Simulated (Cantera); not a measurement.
An isothermal, constant-pressure homogeneous reactor starts with 100 % N₂O, at 1175 K and 0.987 atm.

Detailed kinetics in Cantera: GRI-Mech 3.0 (53 species, 325 reactions). GRI-Mech 3.0 was tuned for natural gas; its chemistry of N2O as a main component is partial and can be far from experiment. The mechanism lacks the step 2 NO + O2 → 2 NO2, which can matter for NO2 below about 1400 K. The temperature is held fixed by assumption; the heat of reaction is taken as removed at once.

x: mole fraction; the columns are a selection and need not sum to one.

```csv
t (s),x N₂O,x NO,x NO₂,x O₂,x N₂
1.00e-5,1.000,1.67e-7,<1e-12,7.95e-7,2.59e-6
4.22e-5,1.000,1.21e-6,1.31e-11,5.78e-6,1.33e-5
0.000178,1.000,5.83e-6,3.01e-10,2.78e-5,5.96e-5
0.000750,1.000,2.53e-5,___,0.000120,0.000255
0.00316,0.998,0.000107,___,0.000511,0.00108
0.0133,0.993,0.000449,___,0.00215,0.00452
0.0562,0.970,0.00185,___,0.00890,0.0188
0.237,0.884,0.00718,___,0.0350,0.0737
1.00,0.622,0.0225,___,0.114,0.241
```

Question: Complete the blanks.

Answer: 
- 0.000750, x NO₂: 5.60e-9
- 0.00316, x NO₂: 9.68e-8
- 0.0133, x NO₂: 1.46e-6
- 0.0562, x NO₂: 1.46e-5
- 0.237, x NO₂: 7.75e-5
- 1.00, x NO₂: 0.000260
